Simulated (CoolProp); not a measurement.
Model: reference Helmholtz-energy equation of state, Zhou 2014, in CoolProp.

**Question.** Give the vapour pressure (MPa), vapour density (kg/m³), enthalpy of vaporisation (kJ/kg) of saturated cyclohexane at 331.4 K.

**Answer.** 
```
T (K)  p (MPa)  vapour density (kg/m³)  enthalpy of vaporisation (kJ/kg)
-----  -------  ----------------------  --------------------------------
331.4   0.0489                    1.53                               371
```
